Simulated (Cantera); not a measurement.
## Premixed flame

A freely propagating, adiabatic, planar premixed flame of 49.2 % H2, 10.7 % O2, 40.2 % N2, equivalence ratio 2.3, unburnt at 600 K and 0.130 bar; mixture-averaged transport, grid criteria slope 0.08 and curve 0.16, no radiation.

Cantera simulation using the H2/O2 subset of GRI-Mech 3.0, which has no nitrogen chemistry; the numbers are that mechanism's predictions, not measurements. Burning velocities carry a grid error of a few per cent, more on coarse grids.

```json
[
 {"z (mm)": "-19.5", "T (K)": "600", "u (m/s)": "6.75", "x H2": "0.492", "x O2": "0.107", "x OH": "<1e-8", "x H2O": "<1e-8", "x O": "<1e-8", "x H2O2": "<1e-8"},
 {"z (mm)": "-13.0", "T (K)": "600", "u (m/s)": "6.75", "x H2": "0.492", "x O2": "0.107", "x OH": "<1e-8", "x H2O": "<1e-8", "x O": "<1e-8", "x H2O2": "<1e-8"},
 {"z (mm)": "-9.76", "T (K)": "600", "u (m/s)": "6.75", "x H2": "0.492", "x O2": "0.107", "x OH": "<1e-8", "x H2O": "<1e-8", "x O": "<1e-8", "x H2O2": "<1e-8"},
 {"z (mm)": "-6.50", "T (K)": "600", "u (m/s)": "6.75", "x H2": "0.492", "x O2": "0.107", "x OH": "<1e-8", "x H2O": "7.47e-8", "x O": "<1e-8", "x H2O2": "<1e-8"},
 {"z (mm)": "-3.25", "T (K)": "613", "u (m/s)": "6.88", "x H2": "0.490", "x O2": "0.106", "x OH": "2.67e-5", "x H2O": "0.000852", "x O": "1.14e-5", "x H2O2": "3.46e-7"},
 {"z (mm)": "-1.63", "T (K)": "738", "u (m/s)": "8.20", "x H2": "0.464", "x O2": "0.102", "x OH": "0.000199", "x H2O": "0.0125", "x O": "0.000244", "x H2O2": "2.40e-7"},
 {"z (mm)": "0", "T (K)": "1087", "u (m/s)": "11.8", "x H2": "0.326", "x O2": "0.0560", "x OH": "0.00158", "x H2O": "0.110", "x O": "0.00367", "x H2O2": "1.67e-7"},
 {"z (mm)": "1.63", "T (K)": "1311", "u (m/s)": "14.1", "x H2": "0.232", "x O2": "0.00462", "x OH": "0.00209", "x H2O": "0.210", "x O": "0.00188", "x H2O2": "8.16e-8"},
 {"z (mm)": "3.25", "T (K)": "1394", "u (m/s)": "14.9", "x H2": "0.231", "x O2": "0.000690", "x OH": "0.00231", "x H2O": "0.220", "x O": "0.00117", "x H2O2": "7.09e-8"},
 {"z (mm)": "6.50", "T (K)": "1491", "u (m/s)": "15.9", "x H2": "0.240", "x O2": "0.000484", "x OH": "0.00282", "x H2O": "0.221", "x O": "0.00113", "x H2O2": "7.13e-8"},
 {"z (mm)": "13.0", "T (K)": "1604", "u (m/s)": "16.9", "x H2": "0.250", "x O2": "0.000418", "x OH": "0.00331", "x H2O": "0.223", "x O": "0.00103", "x H2O2": "5.95e-8"},
 {"z (mm)": "26.0", "T (K)": "1726", "u (m/s)": "18.0", "x H2": "0.262", "x O2": "0.000320", "x OH": "0.00361", "x H2O": "0.225", "x O": "0.000833", "x H2O2": "3.95e-8"},
 {"z (mm)": "52.0", "T (K)": "1845", "u (m/s)": "19.1", "x H2": "0.273", "x O2": "0.000214", "x OH": "0.00356", "x H2O": "0.228", "x O": "0.000582", "x H2O2": "2.22e-8"}
]
```
x: mole fraction of selected species; z is measured from the peak of heat release.

| Item | Value |
|---|---|
| laminar burning velocity | 675 cm/s |
| thermal thickness | 6.50 mm |
| peak x(OH) | 0.00363 |
| peak x(O) | 0.00403 |
| peak x(H2O2) | 4.10e-7 |
| grid points | 139 |
